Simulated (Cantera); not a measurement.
Dilute partial oxidation

An isothermal, constant-pressure homogeneous reactor starts with CH4 : O2 : N2 = 0.0053 : 0.0024 : 1 (molar parts), equivalence ratio 4.4, at 1275 K and 5.00 bar.

Model: GRI-Mech 3.0 (53 species, 325 reactions), integrated in Cantera.

```csv
t (s),x CH4,x O2,x O,x H,x CH2
2.00e-6,0.00526,0.00238,<1e-12,2.91e-11,<1e-12
9.28e-6,0.00526,0.00238,4.11e-12,6.16e-11,<1e-12
4.31e-5,0.00526,0.00238,5.26e-12,6.74e-11,<1e-12
0.000200,0.00526,0.00238,6.27e-12,7.36e-11,<1e-12
0.000928,0.00526,0.00238,1.07e-11,9.42e-11,<1e-12
0.00431,0.00526,0.00238,2.60e-11,1.31e-10,<1e-12
0.0200,0.00526,0.00238,3.88e-11,1.73e-10,<1e-12
0.0928,0.00524,0.00238,6.30e-11,3.48e-10,<1e-12
0.431,0.00512,0.00231,2.18e-10,1.99e-9,3.19e-12
2.00,0.00294,0.000609,1.10e-9,5.83e-8,3.18e-10
9.28,0.00238,6.25e-6,2.31e-12,1.44e-8,4.73e-12
43.1,0.00212,4.03e-11,<1e-12,1.48e-8,<1e-12
200,0.00147,<1e-12,<1e-12,1.93e-8,<1e-12
```
x: mole fraction; the columns are a selection and need not sum to one.

Equilibrium at this temperature and pressure: CH4 7.89e-5, O2 <1e-12, O <1e-12, H 3.33e-8, CH2 <1e-12 (gas phase only).
